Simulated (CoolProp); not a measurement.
Model: reference Helmholtz-energy equation of state, Lemmon 2006, in CoolProp. It is a short technical equation, of lower accuracy than the large ones.

Problem. For neopentane, give the phase and the cp (kJ/(kg K)), cv (kJ/(kg K)), speed of sound (m/s), expansivity (1/kK) at 281.7 K and 1.52 MPa; 321.4 K and 1.52 MPa; 361.1 K and 1.52 MPa.

Solution. 
- 281.7 K and 1.52 MPa: liquid; cp 2.21, cv 1.65, speed of sound 948, expansivity 1.72
- 321.4 K and 1.52 MPa: liquid; cp 2.44, cv 1.82, speed of sound 753, expansivity 2.14
- 361.1 K and 1.52 MPa: liquid; cp 2.75, cv 2.00, speed of sound 552, expansivity 3.07
